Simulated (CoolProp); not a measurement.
Model: reference Helmholtz-energy equation of state, Gao 2022, in CoolProp.

For n-perfluoropentane, give the phase and the density (kg/m³) at 178.55 °C and 7.31 bar; 178.55 °C and 20.8 bar.


- 178.55 °C and 7.31 bar: gas; density 62.2
- 178.55 °C and 20.8 bar: supercritical; density 238
